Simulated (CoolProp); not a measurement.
C2F6 (R116) at 320.07 K and 2.05 MPa flows at 15 m/s in a round tube of 6 mm bore and 0.25 µm roughness, fully developed (64/Re and Nu = 3.66 if laminar; Colebrook and Gnielinski if turbulent). Each further row changes one setting.

Values from CoolProp's reference Helmholtz-energy equation of state, Lemmon 2006. It is a short technical equation, of lower accuracy than the large ones.

```
case             Reynolds number  Darcy friction factor  pressure drop (Pa/m)  heat-transfer coefficient (W/(m² K))  mass flow (kg/h)
---------------  ---------------  ---------------------  --------------------  ------------------------------------  ----------------
as stated             (withheld)                 0.0130            (withheld)                            (withheld)               200
velocity 30 m/s          1440000             (withheld)                118000                            (withheld)               399
diameter 12 mm           1440000                 0.0115            (withheld)                                  2760               799
```

Fill in the missing entries.


- as stated, Reynolds number: 718000
- as stated, pressure drop (Pa/m): 32000
- as stated, heat-transfer coefficient (W/(m² K)): 3130
- velocity 30 m/s, Darcy friction factor: 0.0120
- velocity 30 m/s, heat-transfer coefficient (W/(m² K)): 5750
- diameter 12 mm, pressure drop (Pa/m): 14100

Viscosity comes from a separate model (Huber 2003), an estimate that may be off by 10 % or more. Thermal conductivity comes from a separate model (Huber 2003), an estimate that may be off by 10 % or more.
